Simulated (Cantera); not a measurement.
# Gas-phase reforming

An isothermal, constant-pressure homogeneous reactor starts with CH4 : H2O = 1 : 1.1 (molar parts), at 1575 K and 0.133 bar.

Detailed kinetics in Cantera: GRI-Mech 3.0 (53 species, 325 reactions).

```
t (s)      x CH4  x H2O      x H     x OH  x H2O2    x C2H6      x H2
--------  ------  -----  -------  -------  ------  --------  --------
0.000100   0.476  0.524  2.09e-7  1.37e-7  <1e-12   1.67e-7   3.32e-5
0.000313   0.476  0.524  2.33e-7  3.99e-7  <1e-12   4.53e-6  0.000108
0.000979   0.475  0.524  3.77e-7  9.77e-7  <1e-12   7.86e-5  0.000420
0.00306    0.472  0.523  9.71e-7  1.81e-6  <1e-12  0.000499   0.00230
0.00959    0.456  0.519  3.84e-6  2.72e-6  <1e-12   0.00126    0.0157
0.0300     0.397  0.500  1.20e-5  2.57e-6  <1e-12  0.000921    0.0741
0.0939     0.292  0.459  2.49e-5  2.17e-6  <1e-12  0.000389     0.185
0.294      0.168  0.407  4.25e-5  1.95e-6  <1e-12  0.000120     0.318
0.919     0.0720  0.349  6.49e-5  1.88e-6  <1e-12   2.49e-5     0.435
2.88      0.0356  0.271  8.16e-5  1.53e-6  <1e-12   6.25e-6     0.522
9.00      0.0236  0.177  8.78e-5  9.36e-7  <1e-12   2.38e-6     0.602
```
x: mole fraction; the columns are a selection and need not sum to one.

Equilibrium at this temperature and pressure: CH4 1.41e-7, H2O 0.0219, H 9.82e-5, OH 1.06e-7, H2O2 <1e-12, C2H6 <1e-12, H2 0.734 (gas phase only).
